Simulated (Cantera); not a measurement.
Cantera run:

```python
import numpy as np
import cantera as ct

gas_names = """
    Ba BaF BaF2 BaOH BaO2H2 F FO FO2 F2 F2O H HF HOF HO2 H2 H2F2 H2O H2O2 H3F3 H4F4 H5F5 H6F6 H7F7 O OH
    O2 O3
""".split()
cond_names = """
    Ba(cr) Ba(L) BaF2(a) BaF2(b,c) BaF2(L) BaO(s) BaO(L) BaO2H2(s) BaO2H2(L) H2O(s) H2O(L)
""".split()


# ... load() reads the species with a 1 bar reference pressure and builds the phases ...
atoms = {
    'BaF2': {'Ba': 1, 'F': 2},
    'O2': {'O': 2},
    'H2': {'H': 2},
}
top_T = {}  # K; cautious upper limits of use, not melting points


# ... equilibrate(T, P, feed) seeds the gas with the atoms and calls Mixture.equilibrate('TP', solver="vcs", rtol=1e-11, max_steps=5000) ...
results = []
T = 1400  # K
P = 30  # Pa
for m in [0.34, 0.74, 1.1, 1.6, 2, 2.4, 2.8, 3.2, 3.6, 4, 4.4, 4.8, 5.2]:
    feed = {'BaF2': 1, 'O2': m, 'H2': 9.5}  # mol
    mix = equilibrate(T, P, feed)
    results.append((T, P, feed, dict(zip(mix.species_names, mix.species_moles))))
    x = sorted(zip(gas.X, gas.species_names), reverse=True)
    print(f"T = {T:g} K  P = {P:g} Pa  n(O2) = {m:g} mol  gas = {mix.phase_moles(0):.4g} mol")
    print("   x: " + "  ".join(f"{s} {v:.3e}" for v, s in x if v > 0.001))
    print("   condensed (mol): " + ("  ".join(f"{mix.phase(i).name} {mix.phase_moles(i):.4g}"
          for i in range(1, mix.n_phases) if mix.phase_moles(i) > 1e-12) or "none"))
```

It prints:

```
T = 1400 K  P = 30 Pa  n(O2) = 0.34 mol  gas = 9.673 mol
   x: H2 9.114e-01  H2O 6.672e-02  BaF2 1.329e-02  HF 7.692e-03
   condensed (mol): BaF2(a) 0.8314  BaO(s) 0.034
T = 1400 K  P = 30 Pa  n(O2) = 0.74 mol  gas = 9.689 mol
   x: H2 8.274e-01  H2O 1.472e-01  BaF2 1.329e-02  HF 1.142e-02
   condensed (mol): BaF2(a) 0.8141  BaO(s) 0.05282
T = 1400 K  P = 30 Pa  n(O2) = 1.1 mol  gas = 9.701 mol
   x: H2 7.522e-01  H2O 2.199e-01  HF 1.396e-02  BaF2 1.329e-02
   condensed (mol): BaF2(a) 0.8019  BaO(s) 0.0653
T = 1400 K  P = 30 Pa  n(O2) = 1.6 mol  gas = 9.714 mol
   x: H2 6.483e-01  H2O 3.209e-01  HF 1.687e-02  BaF2 1.329e-02
   condensed (mol): BaF2(a) 0.7879  BaO(s) 0.07943
T = 1400 K  P = 30 Pa  n(O2) = 2 mol  gas = 9.724 mol
   x: H2 5.654e-01  H2O 4.018e-01  HF 1.888e-02  BaF2 1.329e-02
   condensed (mol): BaF2(a) 0.7781  BaO(s) 0.08912
T = 1400 K  P = 30 Pa  n(O2) = 2.4 mol  gas = 9.733 mol
   x: H2 4.827e-01  H2O 4.827e-01  HF 2.069e-02  BaF2 1.329e-02
   condensed (mol): BaF2(a) 0.7692  BaO(s) 0.09783
T = 1400 K  P = 30 Pa  n(O2) = 2.8 mol  gas = 9.741 mol
   x: H2O 5.636e-01  H2 4.002e-01  HF 2.235e-02  BaF2 1.329e-02
   condensed (mol): BaF2(a) 0.761  BaO(s) 0.1058
T = 1400 K  P = 30 Pa  n(O2) = 3.2 mol  gas = 9.748 mol
   x: H2O 6.444e-01  H2 3.179e-01  HF 2.390e-02  BaF2 1.329e-02
   condensed (mol): BaF2(a) 0.7534  BaO(s) 0.1132
T = 1400 K  P = 30 Pa  n(O2) = 3.6 mol  gas = 9.755 mol
   x: H2O 7.251e-01  H2 2.357e-01  HF 2.536e-02  BaF2 1.329e-02
   condensed (mol): BaF2(a) 0.7462  BaO(s) 0.1202
T = 1400 K  P = 30 Pa  n(O2) = 4 mol  gas = 9.762 mol
   x: H2O 8.059e-01  H2 1.536e-01  HF 2.673e-02  BaF2 1.329e-02
   condensed (mol): BaF2(a) 0.7394  BaO(s) 0.1268
T = 1400 K  P = 30 Pa  n(O2) = 4.4 mol  gas = 9.768 mol
   x: H2O 8.865e-01  H2 7.161e-02  HF 2.804e-02  BaF2 1.329e-02
   condensed (mol): BaF2(a) 0.733  BaO(s) 0.133
T = 1400 K  P = 30 Pa  n(O2) = 4.8 mol  gas = 9.826 mol
   x: H2O 9.514e-01  HF 2.905e-02  BaF2 1.329e-02  O2 5.190e-03
   condensed (mol): BaF2(a) 0.7267  BaO(s) 0.1387
T = 1400 K  P = 30 Pa  n(O2) = 5.2 mol  gas = 10.23 mol
   x: H2O 9.133e-01  O2 4.391e-02  HF 2.846e-02  BaF2 1.329e-02
   condensed (mol): BaF2(a) 0.7183  BaO(s) 0.1417
```

Equilibrium computed with Cantera from the NASA thermochemical tables; the gas is ideal and each condensed phase is pure. Mutual solubility and eutectic melting of coexisting phases are not modelled.
